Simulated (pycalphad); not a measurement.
Source of the numbers: pycalphad with the COST 507 light-alloy database (1999); pressure 1 atm. The database dates from 1999; later assessments differ in places, in temperatures and in the compounds included.

Molar enthalpy of Al-79.2Si (at.%) in equilibrium (SER reference):

```tsv
T (K)	H (kJ/mol)	phases
2350	96.54	liquid
2200	92.32	liquid
2050	88.10	liquid
1900	83.88	liquid
1750	79.66	liquid
1675	77.55	liquid
1600	75.43	liquid
1450	48.45	liquid + diamond (Si)
1300	36.33	diamond (Si) + liquid
1150	28.49	diamond (Si) + liquid
1000	22.26	diamond (Si) + liquid
850	13.68	diamond (Si) + fcc
775	11.62	diamond (Si) + fcc
700	9.62	diamond (Si) + fcc
550	5.82	diamond (Si) + fcc
```

Cooling from 1600 K to 850 K, across the freezing range, releases 61.7 kJ/mol, or 2220 J/g. The slope is 28 J/(mol K) in the liquid and 28 J/(mol K) just below the solidus, where it includes any heat of precipitation. Liquidus 1577 K, solidus 850 K. Changes were sought between steps of 75 K, so a narrower field can be missed.
